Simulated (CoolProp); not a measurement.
C3F8 (R218) along the isotherm 355.8 K: fugacity coefficient from the reference equation and from simpler models built on Tc = 345.0 K, pc = 2640 kPa, ω = 0.317; each cubic takes its own stable root.

Computed with CoolProp (reference Helmholtz-energy equation of state, Lemmon 2006). It is a short technical equation, of lower accuracy than the large ones.

```
p (kPa)  phase  reference
-------  -----  ---------
88         gas     0.9903
176        gas     0.9806
264        gas     0.9708
352        gas     0.9611
440        gas     0.9515
528        gas     0.9418
616        gas     0.9321
704        gas     0.9224
792        gas     0.9128
880        gas     0.9031
968        gas     0.8934
1060       gas     0.8833
1140       gas     0.8745
1230       gas     0.8647
1320       gas     0.8548
```

Q: How far does each simpler model (van der Waals, Redlich-Kwong, Peng-Robinson) lie from the reference over these 15 states: mean and median of the absolute difference, and the worst?

A: 
- van der Waals: mean 0.5 %, median 0.5 %, worst +1.0 % at 355.8 K and 1320 kPa
- Redlich-Kwong: mean 0.4 %, median 0.5 %, worst -0.7 % at 355.8 K and 1320 kPa
- Peng-Robinson: mean 1.2 %, median 1.3 %, worst -2.2 % at 355.8 K and 1320 kPa
